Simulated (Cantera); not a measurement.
Charge: 1 mol CuO, 0.51 mol CH4, 0.045 mol CO, equilibrated at 1775 °C and 0.000210 bar.

These are equilibrium values from Cantera (NASA tables, ideal gas, pure condensed phases), not measurements of a reactor. Candidate condensed phases: C, C6H6, C7H8, C8H18, Cu, CuO, Cu(OH)2, Cu2O, H2O; 113 gas species. Kinetics and transport are ignored.

Base state: Cu 0.373, H2 0.197, CO 0.179, H2O 0.147, H 0.0685, CO2 0.0281, OH 0.00557, O 0.00140 (mole fractions); condensed: gas only.

**Question.** What changes in the equilibrium state with this change: CH4 from 0.51 to 3.7 mol?

**Answer.** 
```csv
species,before,after
H2,0.197,0.670
H,0.0685,0.126
CO,0.179,0.104
Cu,0.373,0.0992
H2O,0.147,1.42e-9
CO2,0.0281,<1e-9
OH,0.00557,<1e-9
O,0.00140,<1e-9
C2H2 (acetylene),<1e-9,0.000702
"C(graphite), mol",0,2.69
```

**Question.** What changes in the equilibrium state with this change: CH4 from 0.51 to 0.69 mol?

**Answer.** 
```tsv
species	before	after
Cu	0.373	0.307
H2	0.197	0.300
CO	0.179	0.214
H2O	0.147	0.0801
CO2	0.0281	0.0120
H	0.0685	0.0846
O2	0.000449	5.74e-5
CuO	1.17e-5	3.44e-6
O	0.00140	0.000501
OH	0.00557	0.00246
```
